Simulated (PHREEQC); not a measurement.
NaOH is added in steps, without added water, to 1 kg of water holding 0.032 mol/kgw HNO3 and 0.00016 mol/kgw Fe(NO3)3, at 77 °C. Oxygen alone is held at its pressure in air (log pO2 = -0.68). No CO2 enters from the air. Nothing may precipitate in this run.

Base run: PHREEQC, ion-association model, phreeqc.dat. Each further column changes one thing. The table gives Fe(OH)2+ (mol/kgw).

```
NaOH added (mol)      base  HNO3 from 0.032 to 0.048 mol/kgw  Fe(NO3)3 from 0.00016 to 0.0008 mol/kgw  temperature from 77 to 90 °C
----------------  --------  --------------------------------  ---------------------------------------  ----------------------------
0                  3.63e-6                           1.88e-6                                  1.73e-5                       5.88e-6
0.006938           4.99e-6                           2.36e-6                                  2.37e-5                       7.84e-6
0.01156            6.43e-6                           2.79e-6                                  3.03e-5                       9.87e-6
0.0185             1.04e-5                           3.72e-6                                  4.83e-5                       1.53e-5
0.02544            2.17e-5                           5.25e-6                                  9.67e-5                       2.99e-5
0.03006            5.56e-5                           6.95e-6                                 0.000218                       6.86e-5
0.037             1.33e-10                           1.21e-5                                  3.76e-9                      1.91e-10
```

In at least one series the solution becomes supersaturated in solids that the run did not let form, among them Fe(OH)3(a). At this temperature some constants are extrapolated from 25 °C, and those without enthalpy data are left unchanged.
